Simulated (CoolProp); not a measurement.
Properties of nitrous oxide along the isotherm 200.7 K.

The numbers come from the reference Helmholtz-energy equation of state, Lemmon 2006 in CoolProp. It is a short technical equation, of lower accuracy than the large ones.

```
p (kPa)   phase  density (kg/m³)  cp (kJ/(kg K))  cv (kJ/(kg K))  speed of sound (m/s)  expansivity (1/kK)
-------  ------  ---------------  --------------  --------------  --------------------  ------------------
158         gas            4.300          0.8233          0.6033                 220.3               5.552
255      liquid             1182           1.738          0.9391                  1032               2.631
413      liquid             1183           1.738          0.9392                  1033               2.627
667      liquid             1183           1.737          0.9393                  1034               2.620
1080     liquid             1184           1.735          0.9395                  1036               2.610
1740     liquid             1185           1.732          0.9399                  1040               2.594
2810     liquid             1187           1.728          0.9404                  1046               2.568
4540     liquid             1189           1.722          0.9412                  1055               2.529
7340     liquid             1194           1.712          0.9426                  1069               2.468
11900    liquid             1201           1.698          0.9450                  1092               2.379
19200    liquid             1212           1.679          0.9489                  1125               2.254
```
